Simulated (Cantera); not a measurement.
A closed system holds: 1 mol Al(CH3)3, 49 mol H2O, 13 mol H2, equilibrated at 648.15 K and 32.0 mbar.

Method: chemical equilibrium by Gibbs-energy minimisation in Cantera with the NASA 1993 tables (ideal gas, pure condensed phases). Candidate condensed phases: Al, Al2O3, C, C6H6, C7H8, C8H18, H2O; 121 gas species. The feed counts by its element totals alone. The numbers say what is thermodynamically allowed, not how fast it happens.

Base state: H2O 0.618, H2 0.339, CO2 0.0364, CH4 0.00603, CO 0.00126 (mole fractions); condensed: Al2O3(s).

Question: What changes in the equilibrium state with this change: temperature from 648.15 K to 1648.15 K?

Answer: 
```json
[
 {"species": "H2O", "before": "0.618", "after": "0.624"},
 {"species": "H2", "before": "0.339", "after": "0.332"},
 {"species": "CO", "before": "0.00126", "after": "0.0272"},
 {"species": "CO2", "before": "0.0364", "after": "0.0159"},
 {"species": "CH4", "before": "0.00603", "after": "<1e-9"},
 {"species": "H", "before": "<1e-9", "after": "0.000287"},
 {"species": "OH", "before": "<1e-9", "after": "2.43e-5"},
 {"species": "Al2O3(s), mol", "before": "0.500", "after": "0.500"}
]
```
Gases not in the tables: Al(OH)3.

Question: What changes in the equilibrium state with this change: H2 from 13 to 9.2 mol?

Answer: 
```tsv
species	before	after
H2O	0.618	0.646
H2	0.339	0.307
CO2	0.0364	0.0407
CH4	0.00603	0.00417
CO	0.00126	0.00122
Al2O3(s), mol	0.500	0.500
```

Question: What changes in the equilibrium state with this change: temperature from 648.15 K to 1123 K?

Answer: 
```json
[
 {"species": "H2O", "before": "0.618", "after": "0.614"},
 {"species": "H2", "before": "0.339", "after": "0.343"},
 {"species": "CO2", "before": "0.0364", "after": "0.0268"},
 {"species": "CO", "before": "0.00126", "after": "0.0164"},
 {"species": "CH4", "before": "0.00603", "after": "2.14e-9"},
 {"species": "Al2O3(s), mol", "before": "0.500", "after": "0.500"}
]
```
